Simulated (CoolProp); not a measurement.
Vapour-liquid equilibrium of carbon dioxide (1) + CHF3 (R23) (2) at -19.95 °C; x and y are mole fractions of (1).

Computed with CoolProp (multi-fluid Helmholtz-energy mixture model, Span 1996 and Penoncello 2003; pair parameters Bell 2016).

| x | bubble pressure (kPa) | y at the bubble point | dew pressure at overall composition x (kPa) | liquid density (mol/L) |
|---|---|---|---|---|
| 0.05 | 1436 | 0.069 | 1426 | 16.89 |
| 0.2 | 1551 | 0.257 | 1515 | 17.63 |
| 0.35 | 1658 | 0.422 | 1610 | 18.45 |
| 0.5 | 1754 | 0.567 | 1710 | 19.37 |
| 0.65 | 1838 | 0.700 | 1807 | 20.41 |
| 0.8 | 1907 | 0.827 | 1893 | 21.59 |
| 0.95 | 1959 | 0.955 | 1958 | 22.94 |

No azeotrope shows between x = 0.05 and 0.95.

The pair parameters rest on a limited set of measurements; away from them the model extrapolates.
